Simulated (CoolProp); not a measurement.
Computed with CoolProp (reference Helmholtz-energy equation of state, Lemmon 2005). It is a short technical equation, of lower accuracy than the large ones.

Q: For trans-2-butene, give the phase and the density (kg/m³), speed of sound (m/s) at 173.75 °C and 25.1 bar.

A: 
- 173.75 °C and 25.1 bar: gas; density 48.6, speed of sound 216
